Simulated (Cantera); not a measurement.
Input: 1 mol SiCl4, 0.23 mol N2, 3.9 mol NH3, equilibrated at 1150 K and 26.0 Pa.

Cantera equilibrium calculation (NASA polynomials, part measured and part estimated; ideal gas, pure solids and liquids). Candidate condensed phases: NH4Cl, Si, Si3N4; 28 gas species. The tables' values for SiCl3 are old estimates; treat these amounts as uncertain. Kinetics and transport are ignored.

Base state: H2 0.426, HCl 0.399, N2 0.167, SiCl4 0.00527, SiCl2 0.00211, SiCl3 0.00101, SiHCl3 0.000114 (mole fractions); condensed: Si3N4(s).

**Question.** What changes in the equilibrium state with this change: temperature from 1150 K to 1200 K?

**Answer.** 
```json
[
 {"species": "H2", "before": "0.426", "after": "0.427"},
 {"species": "HCl", "before": "0.399", "after": "0.391"},
 {"species": "N2", "before": "0.167", "after": "0.169"},
 {"species": "SiCl2", "before": "0.00211", "after": "0.00632"},
 {"species": "SiCl3", "before": "0.00101", "after": "0.00173"},
 {"species": "SiCl4", "before": "0.00527", "after": "0.00417"},
 {"species": "SiHCl3", "before": "0.000114", "after": "0.000124"},
 {"species": "Si3N4(s), mol", "before": "0.307", "after": "0.295"}
]
```
